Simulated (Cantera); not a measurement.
What does this Cantera script print?

```python
import numpy as np
import cantera as ct

gas_names = """
    B BF BF2 BF3 BN BO BOF BOF2 BO2 B2 B2O B2O2 B2O3 B3O3F3 F FO FO2 F2 F2O N NF NF2 NF3 NO NO2 NO3 N2
    N2O O O2 O3
""".split()
cond_names = """
    B(b) B(L) BN(s) B2O3(L)
""".split()


# ... load() reads the species with a 1 bar reference pressure and builds the phases ...
atoms = {
    'BF3': {'B': 1, 'F': 3},
    'O2': {'O': 2},
    'N2': {'N': 2},
}
top_T = {'BN(s)': 3200}  # K; cautious upper limits of use, not melting points


# ... equilibrate(T, P, feed) seeds the gas with the atoms and calls Mixture.equilibrate('TP', solver="vcs", rtol=1e-11, max_steps=5000) ...
results = []
feed = {'BF3': 1, 'O2': 0.66, 'N2': 3.9}  # mol
P = 1333.22  # Pa
for T in [1400, 1475, 1550, 1625, 1700, 1775, 1850, 1925, 2000]:
    mix = equilibrate(T, P, feed)
    results.append((T, P, feed, dict(zip(mix.species_names, mix.species_moles))))

top = {s: max(r[3][s] / sum(r[3][g] for g in gas_names) for r in results) for s in gas_names}
cols = sorted((s for s in top if top[s] > 0.001), key=lambda s: -top[s])[:8]
seen = [c for c in cond_names if any(r[3].get(c, 0) > 1e-12 for r in results)]
print("log10 of partial pressures in bar; condensed amounts in mol")
print(f"{'T/K':>10s}" + "".join(f"{s[:9]:>10s}" for s in cols + seen))
for T, P, feed, n in results:
    ng = sum(n[g] for g in gas_names)
    print(f"{T:10.4g}" + "".join(f"{np.log10(max(n[s] / ng * P / 1e5, 1e-99)):10.3f}" for s in cols)
          + "".join(f"{n.get(c, 0):10.4g}" for c in seen))
```

Output:

```
log10 of partial pressures in bar; condensed amounts in mol
       T/K        N2       BF3        O2         F       BOF        NO         O
      1400    -2.029    -2.620    -2.802    -6.437    -6.759    -5.165    -7.425
      1475    -2.029    -2.620    -2.802    -5.995    -6.310    -4.991    -6.943
      1550    -2.030    -2.620    -2.803    -5.595    -5.907    -4.835    -6.508
      1625    -2.030    -2.621    -2.804    -5.232    -5.541    -4.694    -6.113
      1700    -2.030    -2.622    -2.806    -4.901    -5.208    -4.565    -5.753
      1775    -2.031    -2.623    -2.809    -4.598    -4.903    -4.448    -5.423
      1850    -2.031    -2.626    -2.813    -4.320    -4.624    -4.341    -5.121
      1925    -2.033    -2.630    -2.819    -4.064    -4.369    -4.244    -4.844
      2000    -2.035    -2.638    -2.829    -3.830    -4.134    -4.157    -4.589
```

Method: chemical equilibrium by Gibbs-energy minimisation in Cantera with the NASA 1993 tables (ideal gas, pure condensed phases).
